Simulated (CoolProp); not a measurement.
R245fa at 298.15 K and 6.22 MPa is throttled through a valve to 1.32 MPa with no heat exchange. Each further row changes one setting.

Computed with CoolProp (reference Helmholtz-energy equation of state, Akasaka 2015).

```
case                       temperature change (K)
-------------------------  ----------------------
as stated                                    +1.2
outlet pressure 0.396 MPa                    +1.4
outlet pressure 1.72 MPa                     +1.1
```
